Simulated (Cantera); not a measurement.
**Thermodynamics of fluorocarbon and chlorocarbon gases, feed CF4 + Si + H2**

A closed system holds: 1 mol CF4, 1.1 mol Si, 0.27 mol H2.

These are equilibrium values from Cantera (NASA tables, ideal gas, pure condensed phases), not measurements of a reactor. Candidate condensed phases: C, C6H6, C7H8, C8H18, Si, SiC; 113 gas species. The tables' values for SiF2, SiF3 are old estimates. Rates play no part.

Map the stable condensed phases over T = 2023, 2123, 2223, 2323, 2423, 2523, 2623, 2723, 2823, 2923, 3023, 3123, 3223 K and P in Pa = 1, 4.2, 18, 75, 320, 1300, 5600, 24000, 100000.


```
T in K \ P in Pa
              1    4.2     18     75    320   1300   5600  24000 100000
   3223       A      A      A      A      A      A      B      B      B
   3123       A      A      A      A      A      B      B      B      B
   3023       A      A      A      A      A      B      B      B      B
   2923       A      A      A      A      B      B      B      B      B
   2823       A      A      A      B      B      B      B      B      B
   2723       A      A      B      B      B      B      B      B      B
   2623       A      B      B      B      B      B      B      B      B
   2523       B      B      B      B      B      B      B      B      B
   2423       B      B      B      B      B      B      B      B      B
   2323       B      B      B      B      B      B      B      B      B
   2223       B      B      B      B      B      B      B      B      B
   2123       B      B      B      B      B      B      B      B      B
   2023       B      B      B      B      B      B      B      B      B
```
A: gas only; B: C.
